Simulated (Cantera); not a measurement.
## Equilibrium for carbon deposition, reforming and gasification: C3H6 + CO2 + H2

A closed system holds: 1 mol C3H6, 0.28 mol CO2, 1.8 mol H2, held at 46.0 Pa.

Cantera equilibrium calculation (NASA polynomials, part measured and part estimated; ideal gas, pure solids and liquids). Candidate condensed phases: C, C6H6, C7H8, C8H18, H2O; 110 gas species. Rates play no part.

| T (K) | x H2 | x H | x CO | x C3 | x C2H2 (acetylene) | x C | n C(graphite) |
|---|---|---|---|---|---|---|---|
| 1575 | 0.894 | 0.00183 | 0.104 | <1e-12 | 1.89e-5 | <1e-12 | 2.72 |
| 1675 | 0.891 | 0.00511 | 0.104 | 4.08e-12 | 5.17e-5 | 1.53e-11 | 2.72 |
| 1775 | 0.883 | 0.0127 | 0.104 | 1.15e-10 | 0.000126 | 2.80e-10 | 2.72 |
| 1875 | 0.868 | 0.0285 | 0.103 | 2.24e-9 | 0.000275 | 3.74e-9 | 2.72 |
| 1975 | 0.840 | 0.0585 | 0.101 | 3.23e-8 | 0.000545 | 3.84e-8 | 2.71 |
| 2075 | 0.790 | 0.110 | 0.0987 | 3.57e-7 | 0.000980 | 3.14e-7 | 2.71 |
| 2175 | 0.712 | 0.192 | 0.0944 | 3.15e-6 | 0.00159 | 2.12e-6 | 2.70 |
| 2275 | 0.602 | 0.307 | 0.0884 | 2.28e-5 | 0.00229 | 1.21e-5 | 2.69 |
| 2375 | 0.467 | 0.449 | 0.0810 | 0.000139 | 0.00290 | 5.92e-5 | 2.67 |
| 2475 | 0.325 | 0.598 | 0.0731 | 0.000729 | 0.00316 | 0.000256 | 2.65 |
| 2575 | 0.201 | 0.724 | 0.0661 | 0.00335 | 0.00296 | 0.000984 | 2.55 |
x: gas mole fraction; n: condensed amount in mol.

From 1575 K to 2575 K the condensed part is C(graphite). The main C-bearing gas is CO throughout.
